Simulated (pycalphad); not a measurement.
All values are pycalphad results on the COST 507 light-alloy database (1999) (1 atm), not direct measurements. These are 1990s assessments: newer ones move some temperatures and phases. Phase fractions are per mole of atoms.

Question: Give the equilibrium state of Si-68.3Sn (at.%) at 502 °C.

Answer: liquid, fraction 0.683, with 99.98 Sn at.%; diamond (Si), fraction 0.317, with <0.01 Sn at.%.
